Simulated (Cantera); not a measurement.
Charge: 1 mol MgF2, 180 mol H2, at 1.20 Torr.

These are equilibrium values from Cantera (NASA tables, ideal gas, pure condensed phases), not measurements of a reactor. Candidate condensed phases: Mg, MgF2; 17 gas species. The numbers say what is thermodynamically allowed, not how fast it happens.

log p: log10 of the partial pressure in bar; n: condensed amount in mol.

```
T (K)  log p H2  log p H  log p HF  log p Mg  log p MgF2  log p MgF  log p MgH  n MgF2(s)
-----  --------  -------  --------  --------  ----------  ---------  ---------  ---------
848       -2.80   -12.12    -10.51    -10.81      -14.44       <-14     -14.74      1.000
948       -2.80   -10.68     -8.97     -9.27      -11.94     -12.60     -13.06      1.000
1048      -2.80    -9.51     -7.73     -8.03       -9.92     -10.70     -11.71      0.999
1148      -2.80        ?         ?         ?           ?          ?     -10.61      0.988
1248      -2.80    -7.73     -5.85     -6.15       -6.89      -7.84      -9.68      0.905
1348      -2.80    -7.04     -5.12     -5.43       -5.72      -6.73      -8.90      0.348
1448      -2.80    -6.44     -4.85     -5.17       -5.78      -6.49      -8.58          0
1548      -2.80    -5.91     -4.79     -5.09       -6.32      -6.61      -8.46          0
1648      -2.80    -5.45     -4.77     -5.07       -6.92      -6.79      -8.40          0
1748      -2.81    -5.04     -4.76     -5.06       -7.49      -6.98      -8.35          0
1848      -2.81    -4.68     -4.76     -5.06       -8.00      -7.15      -8.32          0
1948      -2.82    -4.35     -4.76     -5.06       -8.47      -7.32      -8.30          0
2048      -2.83        ?     -4.77     -5.07           ?          ?      -8.28          0
2148      -2.85    -3.80     -4.78     -5.08       -9.28      -7.60      -8.28          0
```

### Question
What belongs in the gaps?

### Answer

- 1148, log p H: -8.54
- 1148, log p HF: -6.70
- 1148, log p Mg: -7.01
- 1148, log p MgF2: -8.27
- 1148, log p MgF: -9.14
- 2048, log p H: -4.06
- 2048, log p MgF2: -8.89
- 2048, log p MgF: -7.46
